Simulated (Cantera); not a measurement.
## Thermodynamics of silicon nitride deposition, feed trisilylamine + N2 + NH3

Charge: 1 mol trisilylamine, 0.2 mol N2, 0.32 mol NH3, equilibrated at 1577 °C.

Equilibrium computed with Cantera from the NASA thermochemical tables; the gas is ideal and each condensed phase is pure. Candidate condensed phases: Si, Si3N4; 18 gas species. The feed counts by its element totals alone. Mutual solubility and eutectic melting of coexisting phases are not modelled. The tables' values for SiN are old estimates; treat these amounts as uncertain. Gases not in the tables: Si2H6 and higher silanes. The numbers say what is thermodynamically allowed, not how fast it happens.

| P (Pa) | x H2 | x N2 | x Si | x H | x Si2 | x SiH | x Si3 | n Si(l) | n Si3N4(s) |
|---|---|---|---|---|---|---|---|---|---|
| 5 | 0.683 | 0.123 | 0.129 | 0.0629 | 0.000902 | 0.000747 | 0.000209 | 2.08 | 0 |
| 21 | 0.795 | 0.140 | 0.0307 | 0.0331 | 0.000215 | 0.000393 | 4.98e-5 | 2.80 | 0 |
| 85 | 0.830 | 0.145 | 0.00759 | 0.0168 | 5.31e-5 | 0.000200 | 1.23e-5 | 2.95 | 0 |
| 350 | 0.843 | 0.146 | 0.00184 | 0.00836 | 1.29e-5 | 9.92e-5 | 2.99e-6 | 2.99 | 0 |
| 1400 | 0.848 | 0.147 | 0.000461 | 0.00419 | 3.22e-6 | 4.98e-5 | 7.46e-7 | 3.00 | 0 |
| 5900 | 0.851 | 0.147 | 0.000109 | 0.00205 | 7.65e-7 | 2.43e-5 | 1.77e-7 | 3.00 | 0 |
| 24000 | 0.918 | 0.0811 | 2.69e-5 | 0.00105 | 1.88e-7 | 1.25e-5 | 4.35e-8 | 2.37 | 0.210 |
| 100000 | 0.980 | 0.0195 | 6.45e-6 | 0.000533 | 4.51e-8 | 6.33e-6 | 1.04e-8 | 1.86 | 0.381 |
x: gas mole fraction; n: condensed amount in mol.

From 5.00 Pa to 59.0 mbar the condensed part is Si(l). From 0.240 bar to 1.00 bar the condensed part is Si(l) + Si3N4(s). The main Si-bearing gas is Si at 5.00 Pa and SiH2 at 1.00 bar.
